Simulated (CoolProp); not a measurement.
Vapour-liquid equilibrium of C2F6 (R116) (1) + R22 (2) at 1.65 bar; x and y are mole fractions of (1).

Model: multi-fluid Helmholtz-energy mixture model, Lemmon 2006 and Kamei 1995; pair parameters Bell 2016, in CoolProp.

Give the bubble temperature and the first vapour's composition at x = 0.5, 0.65, 0.8. Is there an azeotrope?

x = 0.5: 207.3 K, y = 0.860; x = 0.65: 206.7 K, y = 0.871; x = 0.8: 205.8 K, y = 0.899. No azeotrope shows between x = 0.05 and 0.95.

Pair parameters are fitted to limited data, so mixtures are less certain than the pure fluids. With so large a gap from Raoult's law the liquid may split in two, which this calculation doesn't test in full.
